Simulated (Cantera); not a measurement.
## Premixed flame

A freely propagating, adiabatic, planar premixed flame of H2 : O2 : N2 = 1 : 0.357 : 1.34 (molar parts), unburnt at 675 K and 38000 Pa; multicomponent transport, grid criteria slope 0.08 and curve 0.16, no radiation.

Computed with Cantera and the H2/O2 subset of GRI-Mech 3.0, which has no nitrogen chemistry. Burning velocities carry a grid error of a few per cent, more on coarse grids.

```
z (mm)  T (K)  u (m/s)    x H2     x O2   x H2O2    x HO2      x OH     x H2O
------  -----  -------  ------  -------  -------  -------  --------  --------
-5.05     675     9.47   0.371    0.132    <1e-8    <1e-8     <1e-8     <1e-8
-3.36     675     9.47   0.371    0.132    <1e-8    <1e-8     <1e-8     <1e-8
-2.52     675     9.47   0.371    0.132    <1e-8    <1e-8     <1e-8     <1e-8
-1.68     675     9.47   0.371    0.132    <1e-8  8.12e-7     <1e-8   6.20e-8
-0.841    684     9.60   0.369    0.132  6.12e-7  9.15e-5   3.56e-5  0.000594
-0.421    813     11.3   0.347    0.127  1.31e-6  6.77e-5  0.000423    0.0128
0        1212     16.3   0.205   0.0767  1.40e-6  2.93e-5   0.00378     0.117
0.421    1495     19.9   0.103   0.0192  1.15e-6  7.06e-6   0.00864     0.224
0.841    1615     21.3  0.0960   0.0117  8.20e-7  3.89e-6    0.0107     0.239
1.68     1753     22.9   0.101  0.00950  4.85e-7  2.77e-6    0.0127     0.245
3.36     1906     24.6   0.106  0.00749  2.57e-7  1.94e-6    0.0142     0.252
6.73     2063     26.3   0.111  0.00541  1.38e-7  1.30e-6    0.0147     0.261
13.5     2211     27.8   0.113  0.00350  8.09e-8  8.58e-7    0.0138     0.271
```
x: mole fraction of selected species; z is measured from the peak of heat release.

The laminar burning velocity comes out as 947 cm/s and the thermal thickness comes out as 1.68 mm. The peak x(H2O2) is 1.48e-6, the peak x(HO2) comes out as 9.44e-5 and the peak x(OH) comes out as 0.0147. The grid points is 140.
